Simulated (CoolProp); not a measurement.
A simple Rankine cycle with water: condensing at 301.15 K, boiler at 15.8 MPa, turbine inlet 659.6 K, turbine efficiency 0.8, pump efficiency 0.6, no recuperator. Each further row changes one setting.

The numbers come from the reference Helmholtz-energy equation of state, Wagner 2002 in CoolProp.

```tsv
case	thermal efficiency (%)	net work (kJ/kg)	heat in (kJ/kg)	turbine exit temperature (K)	volume ratio over the turbine
as stated	33.1	?	2750	301.2	?
turbine inlet 679.6 K	?	949	2840	301.2	1900
condensing temperature 293.15 K	33.9	943	2780	293.1	3170
boiler pressure 11.1 MPa	?	946	2890	301.2	1310
turbine efficiency 0.7	28.8	791	2750	301.2	?
```

### Question
Complete the blanks.

### Answer

- as stated, net work (kJ/kg): 908
- as stated, volume ratio over the turbine: 2030
- turbine inlet 679.6 K, thermal efficiency (%): 33.4
- boiler pressure 11.1 MPa, thermal efficiency (%): 32.7
- turbine efficiency 0.7, volume ratio over the turbine: 2160

The expansion ends wet for: as stated; turbine inlet 679.6 K; condensing temperature 293.15 K; boiler pressure 11.1 MPa; turbine efficiency 0.7.
